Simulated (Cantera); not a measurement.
**Carbon deposition, reforming and gasification: CH3OH + NH3 + N2 + H2O**

Feed: 1 mol CH3OH, 2.9 mol NH3, 10 mol N2, 0.16 mol H2O, held at 16.0 bar.

Method: chemical equilibrium by Gibbs-energy minimisation in Cantera with the NASA 1993 tables (ideal gas, pure condensed phases). Candidate condensed phases: C, C6H6, C7H8, C8H18, H2O; 136 gas species. The numbers say what is thermodynamically allowed, not how fast it happens.

From 350 °C to 1950 °C nothing is condensed. The main C-bearing gas is CH4 at 350 °C and CO at 1950 °C.

```json
[
 {"T (°C)": "350", "log p N2": "1.04", "log p H2": "0.42", "log p H2O": "0.05", "log p CH4": "-0.01", "log p CO": "-6.81", "log p NH3": "-0.40", "log p CO2": "-5.86", "log p H": "<-10"},
 {"T (°C)": "550", "log p N2": "1.03", "log p H2": "0.49", "log p H2O": "0.04", "log p CH4": "-0.03", "log p CO": "-2.57", "log p NH3": "-1.36", "log p CO2": "-2.47", "log p H": "<-10"},
 {"T (°C)": "750", "log p N2": "1.02", "log p H2": "0.61", "log p H2O": "-0.18", "log p CH4": "-0.24", "log p CO": "-0.56", "log p NH3": "-1.88", "log p CO2": "-1.24", "log p H": "-8.08"},
 {"T (°C)": "950", "log p N2": "0.99", "log p H2": "0.71", "log p H2O": "-0.64", "log p CH4": "-0.95", "log p CO": "-0.14", "log p NH3": "-2.21", "log p CO2": "-1.66", "log p H": "-6.17"},
 {"T (°C)": "1150", "log p N2": "0.99", "log p H2": "0.73", "log p H2O": "-0.86", "log p CH4": "-1.97", "log p CO": "-0.08", "log p NH3": "-2.52", "log p CO2": "-2.03", "log p H": "-4.81"},
 {"T (°C)": "1350", "log p N2": "0.99", "log p H2": "0.73", "log p H2O": "-0.89", "log p CH4": "-2.95", "log p CO": "-0.08", "log p NH3": "-2.77", "log p CO2": "-2.18", "log p H": "-3.80"},
 {"T (°C)": "1550", "log p N2": "0.99", "log p H2": "0.73", "log p H2O": "-0.88", "log p CH4": "-3.74", "log p CO": "-0.08", "log p NH3": "-2.97", "log p CO2": "-2.28", "log p H": "-3.00"},
 {"T (°C)": "1750", "log p N2": "0.99", "log p H2": "0.73", "log p H2O": "-0.88", "log p CH4": "-4.38", "log p CO": "-0.08", "log p NH3": "-3.13", "log p CO2": "-2.36", "log p H": "-2.36"},
 {"T (°C)": "1950", "log p N2": "0.98", "log p H2": "0.73", "log p H2O": "-0.88", "log p CH4": "-4.89", "log p CO": "-0.08", "log p NH3": "-3.26", "log p CO2": "-2.41", "log p H": "-1.83"}
]
```
log p: log10 of the partial pressure in bar; nothing condenses.
